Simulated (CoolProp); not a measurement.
Vapour-liquid equilibrium of R125 (1) + ethanol (2) at 1.13 bar; x and y are mole fractions of (1).

Values from CoolProp's multi-fluid Helmholtz-energy mixture model, Lemmon 2005 and Schroeder 2014; pair parameters Bell 2016.

```tsv
x	bubble temperature (K)	y at the bubble point	dew temperature at overall composition x (K)	liquid density (mol/L)
0.05	278.8	0.979	353.0	17.10
0.15	250.2	0.998	350.1	17.05
0.25	241.5	0.999	347.0	16.65
0.35	237.2	0.999	343.5	16.18
0.45	234.8	1.000	339.5	15.67
0.55	233.2	1.000	334.8	15.14
0.65	232.1	1.000	329.2	___
0.75	___	1.000	322.1	14.03
0.85	229.9	1.000	311.9	___
0.95	228.3	1.000	292.3	12.85
```

**Question.** Complete the blanks.

**Answer.** 
- 0.65, liquid density (mol/L): 14.59
- 0.75, bubble temperature (K): 231.1
- 0.85, liquid density (mol/L): 13.45

No azeotrope shows between x = 0.05 and 0.95.

The pair parameters rest on a limited set of measurements; away from them the model extrapolates. With so large a gap from Raoult's law the liquid may split in two, which this calculation doesn't test in full.
